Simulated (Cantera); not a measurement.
What does this Cantera script print?

```python
import numpy as np
import cantera as ct

gas_names = [...]  # 143 gases of nasa_gas.yaml made of C, Cl, F, H, Si
cond_names = """
    C(gr) C6H6(L) C7H8(L) C8H18(L),n-octa Si(cr) Si(L) SiC(b)
""".split()


# ... load() reads the species with a 1 bar reference pressure and builds the phases ...
atoms = {
    'CH3F': {'C': 1, 'H': 3, 'F': 1},
    'Si': {'Si': 1},
    'HCl': {'H': 1, 'CL': 1},
}
top_T = {'C(gr)': 4500, 'SiC(b)': 3050}  # K; cautious upper limits of use, not melting points


# ... equilibrate(T, P, feed) seeds the gas with the atoms and calls Mixture.equilibrate('TP', solver="vcs", rtol=1e-11, max_steps=5000) ...
results = []
T = 2948  # K
P = 7.1  # Pa
for m in [0.074, 0.091, 0.11, 0.13, 0.16, 0.2, 0.24, 0.3, 0.36, 0.44]:
    feed = {'CH3F': 1, 'Si': m, 'HCl': 0.48}  # mol
    mix = equilibrate(T, P, feed)
    results.append((T, P, feed, dict(zip(mix.species_names, mix.species_moles))))

top = {s: max(r[3][s] / sum(r[3][g] for g in gas_names) for r in results) for s in gas_names}
cols = sorted((s for s in top if top[s] > 1e-06), key=lambda s: -top[s])[:9]
seen = [c for c in cond_names if any(r[3].get(c, 0) > 1e-12 for r in results)]
print("log10 of partial pressures in bar; condensed amounts in mol")
print(f"{'n(Si)':>10s}" + "".join(f"{s[:9]:>10s}" for s in cols + seen))
for T, P, feed, n in results:
    ng = sum(n[g] for g in gas_names)
    print(f"{feed['Si']:10.4g}" + "".join(f"{np.log10(max(n[s] / ng * P / 1e5, 1e-99)):10.3f}" for s in cols)
          + "".join(f"{n.get(c, 0):10.4g}" for c in seen))
```

Output:

```
log10 of partial pressures in bar; condensed amounts in mol
     n(Si)         H         F         C        CL        Si        HF        C3        C2       SiF
     0.074    -4.379    -5.041    -5.193    -5.202    -6.065    -5.426    -5.789    -6.108    -7.184
     0.091    -4.381    -5.043    -5.194    -5.203    -5.977    -5.429    -5.792    -6.109    -7.097
      0.11    -4.382    -5.045    -5.195    -5.204    -5.895    -5.432    -5.795    -6.111    -7.018
      0.13    -4.383    -5.047    -5.196    -5.206    -5.824    -5.436    -5.798    -6.114    -6.949
      0.16    -4.385    -5.050    -5.198    -5.208    -5.736    -5.441    -5.803    -6.117    -6.863
       0.2    -4.388    -5.054    -5.200    -5.211    -5.641    -5.447    -5.810    -6.121    -6.773
      0.24    -4.391    -5.058    -5.202    -5.214    -5.565    -5.454    -5.816    -6.125    -6.700
       0.3    -4.395    -5.063    -5.205    -5.219    -5.472    -5.464    -5.825    -6.132    -6.613
      0.36    -4.399    -5.069    -5.208    -5.223    -5.396    -5.473    -5.835    -6.138    -6.543
      0.44    -4.404    -5.076    -5.212    -5.229    -5.314    -5.486    -5.847    -6.146    -6.468
```

These are equilibrium values from Cantera (NASA tables, ideal gas, pure condensed phases), not measurements of a reactor. The tables' values for SiF, SiF2, SiF3 are old estimates; treat these amounts as uncertain.
